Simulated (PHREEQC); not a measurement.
A solution holds 2.7 mmol/kgw HF and 0.8 mmol/kgw KF, at 50 °C. Closed to the air; pH follows from the charge balance.

Equilibrium calculation in PHREEQC: ion-association model, wateq4f.dat.

Precipitation was switched off in this run.

Question: Order these F species by the share of F that they hold, largest first: HF2-, H2F2, F-, HF.

Answer: HF (58 %), F- (41 %), HF2- (0.72 %), H2F2 (0.24 %)

The pH is 3.21 and the ionic strength 0.00145 mol/kgw. At this temperature some constants are extrapolated from 25 °C, and those without enthalpy data are left unchanged.
